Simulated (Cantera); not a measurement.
Source: NASA polynomial tables (part measured, part estimated), evaluated in Cantera. Values are per mole of reaction as written; species without (g) are pure solids or liquids, kept so even where they would boil at 1 bar.

P4O10 + 12 H(g) + 10 NO(g) → 4 PH3(g) + 10 NO2(g)

```csv
T (K),ΔH° (kJ),ΔS° (J/K),ΔG° (kJ),log10 K
448,___,___,___,___
498,-202.4,-591.7,92.3,-9.68
548,___,___,___,___
598,-225.5,-634.0,153.7,-13.42
648,-237.0,-652.5,185.8,-14.98
```

Question: Fill in the missing entries.

Answer: 
- 448, ΔH° (kJ): -190.7
- 448, ΔS° (J/K): -567.0
- 448, ΔG° (kJ): 63.3
- 448, log10 K: -7.38
- 548, ΔH° (kJ): -214.0
- 548, ΔS° (J/K): -613.9
- 548, ΔG° (kJ): 122.4
- 548, log10 K: -11.67
